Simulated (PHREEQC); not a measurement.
0.23 g of hydrous ferric oxide (600 m²/g; 0.2 weak and 0.005 strong sites per Fe, Dzombak-Morel constants, diffuse double layer) in 1 kg of water with 0.005 mol/kgw of an inert sodium salt and 3e-05 mol Na2HAsO4 and 9.8e-06 mol NaH2PO4, at 25 °C; the pH is set by adding NaOH or the inert anion's acid. Oxygen is held at 0.21 atm. No CO2 enters from the air. No solid was allowed to form.

The numbers come from PHREEQC with the ion-association model, wateq4f.dat.

```tsv
pH	As sorbed (%)	P sorbed (%)	surface charge σ (C/m²)	surface potential ψ (mV)
3	100.0	100.0	0.269	208
3.67	100.0	100.0	0.196	196
4.33	100.0	100.0	0.125	174
5	100.0	100.0	0.072	146
5.67	100.0	100.0	0.038	114
6.33	100.0	100.0	0.019	80
7	100.0	99.9	0.008	43
7.67	99.9	99.2	0.001	5
8.33	99.2	89.3	-0.006	-32
9	91.5	36.6	-0.014	-66
9.67	61.4	5.1	-0.026	-96
10.33	24.0	0.6	-0.046	-122
11	4.9	0.1	-0.083	-148
```

H3PO4, which wateq4f.dat lacks, is added to it with the constant of phreeqc.dat. The oxide is taken as insoluble; below pH 4 it would dissolve.
